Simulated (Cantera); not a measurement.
Charge: 1 mol SiO₂, 0.4 mol CH₄, 1.5 mol H₂, held at 6000 Pa.

These are equilibrium values from Cantera (NASA tables, ideal gas, pure condensed phases), not measurements of a reactor. Candidate condensed phases: C, C₆H₆, C₇H₈, C₈H₁₈, H₂O, Si, SiC, SiO₂; 123 gas species. Mutual solubility and eutectic melting of coexisting phases are not modelled. The tables hold silica as quartz up to 1696 K and as liquid above; real silica turns to tridymite and cristobalite and melts near 1996 K. Rates play no part.

x: gas mole fraction; n: condensed amount in mol.

```csv
T (°C),x H₂,x SiO,x CO,x CH₄,x H,x H₂O,n C(graphite),n SiO₂(β-quartz),n SiC(s),n SiO₂(condensed)
602,0.975,<1e-12,1.11e-8,0.0249,(withheld),2.64e-9,0.344,1.00,0,0
677,0.990,1.51e-11,3.03e-7,0.00986,(withheld),1.68e-8,0.378,1.00,0,0
752,0.996,5.28e-10,5.08e-6,0.00437,(withheld),8.04e-8,0.390,1.000,0,0
827,0.998,1.13e-8,5.76e-5,0.00214,(withheld),3.08e-7,0.395,1.000,6.64e-5,0
902,0.998,1.63e-7,0.000476,0.00115,(withheld),9.89e-7,0.396,0.999,0.000548,0
977,0.996,1.69e-6,0.00304,0.000655,(withheld),2.74e-6,0.388,0.996,0.00351,0
1052,0.984,1.34e-5,0.0157,0.000390,(withheld),6.67e-6,0.344,0.982,0.0183,0
1127,0.932,8.46e-5,0.0677,0.000225,(withheld),1.41e-5,0.149,0.916,0.0834,0
1202,0.895,0.000592,0.104,7.78e-5,(withheld),2.07e-5,0,0.866,0.133,0
1277,0.891,0.00387,0.105,2.47e-5,(withheld),2.66e-5,0,0.860,0.130,0
1352,0.871,0.0210,0.108,8.54e-6,(withheld),3.30e-5,0,0.830,0.115,0
1427,0.783,0.0946,0.122,2.93e-6,(withheld),3.81e-5,0,0,0.0407,0.681
1502,0.741,0.129,0.129,3.99e-7,(withheld),0.000128,0,0,0,0.600
```

Problem. Some entries are withheld; supply them.

Solution. 
- 602, x H: 2.02e-10
- 677, x H: 2.26e-9
- 752, x H: 1.77e-8
- 827, x H: 1.05e-7
- 902, x H: 5.00e-7
- 977, x H: 1.97e-6
- 1052, x H: 6.62e-6
- 1127, x H: 1.92e-5
- 1202, x H: 5.01e-5
- 1277, x H: 0.000121
- 1352, x H: 0.000269
- 1427, x H: 0.000532
- 1502, x H: 0.00102
